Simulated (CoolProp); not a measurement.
The fluoroketone C6F12O (FK-5-1-12) along the isotherm 228.1 K: density (kg/m³) from the reference equation and from simpler models built on Tc = 441.8 K, pc = 1869 kPa, ω = 0.471; each cubic takes its own stable root.

Computed with CoolProp (reference Helmholtz-energy equation of state, McLinden 2015).

| p (kPa) | phase | reference |
|---|---|---|
| 59.1 | liquid | 1799 |
| 86.8 | liquid | 1799 |
| 127 | liquid | 1800 |
| 187 | liquid | 1800 |
| 274 | liquid | 1800 |
| 403 | liquid | 1800 |
| 591 | liquid | 1801 |
| 868 | liquid | 1801 |
| 1270 | liquid | 1802 |
| 1870 | liquid | 1804 |
| 2740 | liquid | 1806 |
| 4030 | liquid | 1808 |
| 5910 | liquid | 1813 |
| 8680 | liquid | 1818 |
| 12700 | liquid | 1827 |
| 18700 | liquid | 1838 |

Problem. How far does each simpler model (van der Waals, Redlich-Kwong, Peng-Robinson) lie from the reference over these 16 states: mean and median of the absolute difference, and the worst?

Solution. 
- van der Waals: mean 44.6 %, median 41.5 %, worst -99.4 % at 228.1 K and 59.1 kPa
- Redlich-Kwong: mean 13.3 %, median 13.7 %, worst -13.8 % at 228.1 K and 59.1 kPa
- Peng-Robinson: mean 1.4 %, median 1.3 %, worst +1.5 % at 228.1 K and 18700 kPa

At some of these states van der Waals gives the other phase, because its saturation line lies elsewhere.
